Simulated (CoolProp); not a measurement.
A simple Rankine cycle with ethylbenzene: condensing at 321.15 K, boiler at 0.171 MPa, turbine inlet 444.9 K, turbine efficiency 0.65, pump efficiency 0.6, no recuperator. Each further row changes one setting.

Computed with CoolProp (reference Helmholtz-energy equation of state, Zhou 2012).

```
case                             thermal efficiency (%)  net work (kJ/kg)  heat in (kJ/kg)  turbine exit temperature (K)  volume ratio over the turbine
-------------------------------  ----------------------  ----------------  ---------------  ----------------------------  -----------------------------
as stated                                          13.1              74.7              568                         396.0                           37.7
turbine inlet 464.9 K                              13.0              78.7              605                         416.3                           37.6
condensing temperature 313.15 K                    14.1              82.1              583                         391.3                           55.3
boiler pressure 0.12 MPa                           12.0              68.6              570                         401.3                           26.3
turbine efficiency 0.55                            11.1              63.2              568                         403.3                           38.4
```
